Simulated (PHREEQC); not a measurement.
Make-up at 25 °C and 50 atm: 1.5 mmol/kgw MgCl2 and 0.057 mmol/kgw NaCl. Closed to the air; pH follows from the charge balance.

Equilibrium calculation in PHREEQC: Pitzer model, pitzer.dat.

### Question
The ionic strength comes out as 0.00456 mol/kgw. What activity coefficients do Mg+2, Na+, Cl- get?

### Answer
Mg+2 0.75, Na+ 0.93, Cl- 0.93. Single-ion values are on the MacInnes scale.

This is a speciation only: nothing precipitates in the calculation. Under pressure, the constants of complexes without a molar volume in the database are unreliable.
